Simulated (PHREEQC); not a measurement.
Solution (85 °C): 1 mol/kgw K2CO3 and 0.0058 mol/kgw Na2B4O7. Closed to the air; pH follows from the charge balance.

The numbers come from PHREEQC with the ion-association model, wateq4f.dat.

Q: The ionic strength comes out as 2.94 mol/kgw. What activity coefficients do Na+, HCO3-, K+, H2BO3-, CO3-2 get?

A: Na+ 0.84, HCO3- 0.58, K+ 0.52, H2BO3- 0.39, CO3-2 0.11.

This is a speciation only: nothing precipitates in the calculation. Ionic strength above about 0.7 mol/kgw puts this run outside the model's range. Away from 25 °C the constants follow the database's enthalpies or fits; those with neither stay at their 25 °C values.
